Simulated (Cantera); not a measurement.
Feed: 1 mol CH₂F₂, 0.0073 mol CH₄, equilibrated at 3.40 mbar.

These are equilibrium values from Cantera (NASA tables, ideal gas, pure condensed phases), not measurements of a reactor. Candidate condensed phases: C, C₆H₆, C₇H₈, C₈H₁₈; 95 gas species. Rates play no part.

Question: At 1450 K, list the 3 most abundant gas species with their mole fractions, and the condensed phases.

Answer: HF 0.993, H₂ 0.00724, H 1.38e-5. Condensed: C(graphite).
